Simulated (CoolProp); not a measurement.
Saturation properties of water (Tc = 647.1 K, pc = 22.06 MPa, ω = 0.344).

Computed with CoolProp (reference Helmholtz-energy equation of state, Wagner 2002).

```tsv
T (K)	p (MPa)	vapour density (kg/m³)	enthalpy of vaporisation (kJ/kg)	liquid conductivity (mW/(m K))
385.8	0.1566	0.8982	2222	681
395.1	0.2113	1.188	2197	682
404.5	0.2814	1.555	2170	683
413.8	0.3682	2.001	2142	682
423.1	0.4755	2.545	2114	681
432.4	0.6065	3.201	2084	679
441.7	0.7648	3.987	2054	676
451	0.9542	4.920	2022	672
460.3	1.179	6.021	1988	668
469.6	1.443	7.313	1953	662
478.9	1.751	8.820	1917	656
488.3	2.112	10.59	1878	649
497.6	2.524	12.62	1838	642
506.9	2.994	14.97	1795	633
```

It boils at 373.1 K under 1 atm.

Thermal conductivity comes from a separate model (Huber 2012).
